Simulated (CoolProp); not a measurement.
Aqueous ammonia as a coolant, 11 % by mass, freezing at -15.3 °C, 1 atm.

Computed with CoolProp (Melinder's fits for secondary coolants).

```tsv
T (°C)	viscosity (mPa s)	Prandtl number	conductivity (W/(m K))	cp (kJ/(kg K))
-10.3	2.94	26.4	0.472	4.237
-5.1	2.40	21.0	0.482	4.228
0.1	2.00	17.2	…	…
5.3	1.71	14.4	0.500	…
10.5	…	12.2	0.508	4.205
15.7	1.29	10.5	…	4.199
20.8	…	…	0.526	4.195
```

Question: Some entries are withheld; supply them.

Answer: 
- 0.1, conductivity (W/(m K)): 0.491
- 0.1, cp (kJ/(kg K)): 4.219
- 5.3, cp (kJ/(kg K)): 4.211
- 10.5, viscosity (mPa s): 1.48
- 15.7, conductivity (W/(m K)): 0.517
- 20.8, viscosity (mPa s): 1.13
- 20.8, Prandtl number: 9.00
